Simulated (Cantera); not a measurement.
Input: 1 mol CO, 2.8 mol NH3, 6.6 mol N2, 0.33 mol CO2, held at 2075 °C and 10.0 Torr.

Equilibrium computed with Cantera from the NASA thermochemical tables; the gas is ideal and each condensed phase is pure. Equilibrium is a limit: real reactors are often held back by kinetics, nucleation or transport.

```tsv
species	before	after
N2	0.575	0.480
H	0.0538	0.345
CO	0.0942	0.0796
H2	0.253	0.0753
O	0.000112	0.0114
H2O	0.0214	0.00271
N	4.29e-7	7.01e-5
O2	3.94e-6	0.000162
NO	6.40e-5	0.00100
OH	0.000781	0.00404
CO2	0.00138	0.000390
```
Gas species are given as mole fractions.

Problem. Name the change that produced these shifts.
A. NH3 from 2.8 to 0.026 mol
B. temperature from 2075 °C to 1502 °C
C. temperature from 2075 °C to 2550 °C
D. temperature from 2075 °C to 2700 °C

Solution. D, temperature from 2075 °C to 2700 °C
